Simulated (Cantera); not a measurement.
Source: NASA polynomial tables (part measured, part estimated), evaluated in Cantera. Values are per mole of reaction as written; species without (g) are pure solids or liquids, kept so even where they would boil at 1 bar. TaC: taken at fixed stoichiometry.

Problem. Between 300 and 1773 K, where is each reaction favourable under standard conditions?
- TaC + 4 CH₃OH(g) = CH₄(g) + 2 C₂H₅OH(g) + TaO₂(g)
- TaO₂(g) + 2 C₂H₆(g) = 2 CH₃OH(g) + TaC + CH₄(g)

Solution. 
- TaC + 4 CH₃OH(g) = CH₄(g) + 2 C₂H₅OH(g) + TaO₂(g): ΔG° is 195 kJ at 300 K and 149 kJ at 1773 K; it stays positive (K < 1). ΔH° is 209 kJ and ΔS° 33 J/K at 1773 K.
- TaO₂(g) + 2 C₂H₆(g) = 2 CH₃OH(g) + TaC + CH₄(g): ΔG° is -243 kJ at 300 K and -207 kJ at 1773 K; it stays negative (K > 1). ΔH° is -244 kJ and ΔS° -21 J/K at 1773 K.
